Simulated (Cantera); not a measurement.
# Ignition delay

Mixture: H₂ : O₂ : N₂ = 1 : 1.11 : 2.89 (molar parts), equivalence ratio 0.45, at 10.0 bar, adiabatic and at constant pressure. Ignition delay is the time to a rise of 400 K.

Cantera simulation using the H2/O2 subset of GRI-Mech 3.0, which has no nitrogen chemistry; the numbers are that mechanism's predictions, not measurements. The hydrogen kinetics of GRI-Mech 3.0 are dated; newer H2 mechanisms differ, most at raised pressure. Where the delays flatten at high temperature, the 400 K rule measures the pace of heat release, not the induction time.

```json
[
 {"T0 (K)": "1100", "delay (ms)": "1.05"},
 {"T0 (K)": "1150", "delay (ms)": "0.303"},
 {"T0 (K)": "1200", "delay (ms)": "0.0622"},
 {"T0 (K)": "1250", "delay (ms)": "0.00938"},
 {"T0 (K)": "1300", "delay (ms)": "0.00433"},
 {"T0 (K)": "1350", "delay (ms)": "0.00279"},
 {"T0 (K)": "1400", "delay (ms)": "0.00204"},
 {"T0 (K)": "1450", "delay (ms)": "0.00160"},
 {"T0 (K)": "1500", "delay (ms)": "0.00130"},
 {"T0 (K)": "1550", "delay (ms)": "0.00110"}
]
```

The apparent activation energy between 1450 and 1550 K is 70 kJ/mol.
